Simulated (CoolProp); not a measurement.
The fluid at 293.15 K and 0.314 MPa (gas) is heated at constant pressure to 307.6 K. The same conditions are run with several fluids, on thermodynamics alone (safety and materials aside).

Computed with CoolProp (reference Helmholtz-energy equation of state of each fluid (R407C: Lemmon 2003; hydrogen chloride: Thol 2018; dry air: Lemmon 2000; R507A: Lemmon 2003; ammonia: Gao 2020)). Blends and air are pseudo-pure fits.

Problem. Rank R407C, hydrogen chloride, dry air, R507A, ammonia by heat (kJ/kg), highest first.

Solution. ammonia (33.7), dry air (14.6), R507A (13.1), R407C (12.7), hydrogen chloride (12.0)

```
fluid              final density (kg/m³)
-----------------  ---------------------
R407C                               11.1
hydrogen chloride                   4.55
dry air                             3.56
R507A                               12.7
ammonia                             2.15
```
